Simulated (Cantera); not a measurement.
# Stirred combustor or abatement burner

A perfectly stirred reactor is fed with 3.18 % CO, 1.40 % H2, 4.13 % CH4, 19.2 % O2, 72.1 % N2, equivalence ratio 0.55, at 1.68 atm; it is adiabatic with a 800 K inlet, and is followed from long to short residence time, starting on the burning branch (τ in s: 0.28, 0.13, 0.06, 0.028, 0.013, 0.006, 0.0028, 0.0013, 0.00061, 0.00028, 0.00013, 6.2e-05).

Cantera simulation using GRI-Mech 3.0 (53 species, 325 reactions); the numbers are that mechanism's predictions, not measurements.

| τ (s) | T (K) | x CO | x H2 | x CH4 | x CH2CO | x NO | x CH2O | x HCO |
|---|---|---|---|---|---|---|---|---|
| 0.28 | 2032 | 0.000401 | 0.000105 | 8.85e-7 | 1.08e-11 | 0.000766 | 1.19e-7 | 2.05e-9 |
| 0.13 | 2032 | 0.000473 | 0.000119 | 1.79e-6 | 3.10e-11 | 0.000422 | 2.42e-7 | 4.42e-9 |
| 0.060 | 2030 | 0.000615 | 0.000145 | 3.46e-6 | 9.31e-11 | 0.000243 | 4.78e-7 | 9.64e-9 |
| 0.028 | 2026 | 0.000876 | 0.000194 | 6.26e-6 | 2.63e-10 | 0.000153 | 8.90e-7 | 2.09e-8 |
| 0.013 | 2019 | 0.00134 | 0.000285 | 1.08e-5 | 6.82e-10 | 0.000105 | 1.58e-6 | 4.59e-8 |
| 0.0060 | 2007 | 0.00212 | 0.000440 | 1.79e-5 | 1.62e-9 | 7.54e-5 | 2.74e-6 | 1.02e-7 |
| 0.0028 | 1989 | 0.00334 | 0.000684 | 2.93e-5 | 3.53e-9 | 5.43e-5 | 4.60e-6 | 2.23e-7 |
| 0.0013 | 1963 | 0.00523 | 0.00105 | 4.86e-5 | 7.38e-9 | 3.81e-5 | 7.70e-6 | 4.88e-7 |
| 0.00061 | 1925 | 0.00798 | 0.00156 | 8.21e-5 | 1.50e-8 | 2.67e-5 | 1.28e-5 | 1.04e-6 |
| 0.00028 | 1871 | 0.0121 | 0.00225 | 0.000149 | 3.22e-8 | 1.86e-5 | 2.22e-5 | 2.25e-6 |
| 0.00013 | 1799 | 0.0182 | 0.00308 | 0.000296 | 7.78e-8 | 1.26e-5 | 4.04e-5 | 4.76e-6 |
| 6.2e-5 | 1704 | 0.0278 | 0.00412 | 0.000695 | 2.53e-7 | 6.88e-6 | 8.23e-5 | 9.81e-6 |
x: mole fraction; the columns are a selection and need not sum to one.
